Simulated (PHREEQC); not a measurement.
A made-up water analysis in mg/kgw, 25 °C, pH 7.2, pe -0.2:

```json
[
 {"constituent": "Na", "mg/kgw": "3100"},
 {"constituent": "K", "mg/kgw": "801"},
 {"constituent": "Ca", "mg/kgw": "89"},
 {"constituent": "Mg", "mg/kgw": "89"},
 {"constituent": "Cl", "mg/kgw": "5180"},
 {"constituent": "S(6) as SO4", "mg/kgw": "795"},
 {"constituent": "Alkalinity as HCO3", "mg/kgw": "177"},
 {"constituent": "Br", "mg/kgw": "6.09"},
 {"constituent": "N(-3) as NH4", "mg/kgw": "6.44"},
 {"constituent": "F", "mg/kgw": "1.41"}
]
```

Valence states are taken as typed.

The numbers come from PHREEQC with the ion-association model, phreeqc.dat.

This is a speciation only: nothing precipitates in the calculation.

Q: Predict the specific conductance.

A: specific conductance 16500 µS/cm.

Q: In which forms is Mg present?

A: Mg+2 86 %, MgSO4 13 %, MgHCO3+ 1.0 % of the Mg.

Complexes and solids missing from the database can't appear.
